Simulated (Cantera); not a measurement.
A perfectly stirred reactor is fed with NO : N2 = 1 : 5.6 (molar parts), at 0.0132 atm; it is held at 1725 K, and followed from long to short residence time.

Detailed kinetics in Cantera: GRI-Mech 3.0 (53 species, 325 reactions). Radical loss at walls, strong at low pressure, is not modelled.

Task: What does this change do: pressure from 0.0132 atm to 0.207 atm?

Result: 
```tsv
quantity	before	after
x(NO) at τ = 9.70 s	0.151	0.140
x(N2O) at τ = 9.70 s	8.10e-6	7.53e-6
x(O) at τ = 9.70 s	2.65e-5	1.09e-5
x(N2) at τ = 9.70 s	0.849	0.854
x(O2) at τ = 9.70 s	0.000478	0.00555
x(NO) at τ = 73.0 ms	0.152	0.151
x(N2O) at τ = 73.0 ms	1.99e-6	7.28e-6
x(O) at τ = 73.0 ms	2.75e-6	4.54e-6
x(N2) at τ = 73.0 ms	0.848	0.849
x(O2) at τ = 73.0 ms	1.60e-7	3.08e-5
```
